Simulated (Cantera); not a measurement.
Mixture: CH4 : H2 : O2 : N2 = 1 : 0.19 : 1.4 : 5.25 (molar parts), at 3.85 atm, adiabatic and at constant pressure. Ignition delay is the time to a rise of 400 K.

Cantera simulation using GRI-Mech 3.0 (53 species, 325 reactions); the numbers are that mechanism's predictions, not measurements.

### Question
What does this change do: N2 5.25 to 13 parts?

### Answer
```json
[
 {"quantity": "delay at 1125 K", "before": "5.64 ms", "after": "14.1 ms"},
 {"quantity": "delay at 1175 K", "before": "3.67 ms", "after": "9.40 ms"},
 {"quantity": "delay at 1225 K", "before": "2.39 ms", "after": "6.23 ms"},
 {"quantity": "delay at 1275 K", "before": "1.55 ms", "after": "4.08 ms"},
 {"quantity": "delay at 1325 K", "before": "1.00 ms", "after": "2.64 ms"},
 {"quantity": "delay at 1375 K", "before": "0.648 ms", "after": "1.69 ms"},
 {"quantity": "delay at 1425 K", "before": "0.421 ms", "after": "1.08 ms"},
 {"quantity": "apparent activation energy between 1325 and 1425 K", "before": "140 kJ/mol", "after": "140 kJ/mol"}
]
```

### Question
What does this change do: CH4 1 to 0.77 parts?

### Answer
```json
[
 {"quantity": "delay at 1125 K", "before": "5.64 ms", "after": "3.72 ms"},
 {"quantity": "delay at 1175 K", "before": "3.67 ms", "after": "2.39 ms"},
 {"quantity": "delay at 1225 K", "before": "2.39 ms", "after": "1.56 ms"},
 {"quantity": "delay at 1275 K", "before": "1.55 ms", "after": "1.03 ms"},
 {"quantity": "delay at 1325 K", "before": "1.00 ms", "after": "0.679 ms"},
 {"quantity": "delay at 1375 K", "before": "0.648 ms", "after": "0.449 ms"},
 {"quantity": "delay at 1425 K", "before": "0.421 ms", "after": "0.299 ms"},
 {"quantity": "apparent activation energy between 1325 and 1425 K", "before": "140 kJ/mol", "after": "130 kJ/mol"}
]
```

### Question
What does this change do: pressure from 3.85 atm to 4.93 atm?

### Answer
| quantity | before | after |
|---|---|---|
| delay at 1125 K | 5.64 ms | 4.24 ms |
| delay at 1175 K | 3.67 ms | 2.76 ms |
| delay at 1225 K | 2.39 ms | 1.82 ms |
| delay at 1275 K | 1.55 ms | 1.20 ms |
| delay at 1325 K | 1.00 ms | 0.791 ms |
| delay at 1375 K | 0.648 ms | 0.518 ms |
| delay at 1425 K | 0.421 ms | 0.340 ms |
| apparent activation energy between 1325 and 1425 K | 140 kJ/mol | 130 kJ/mol |
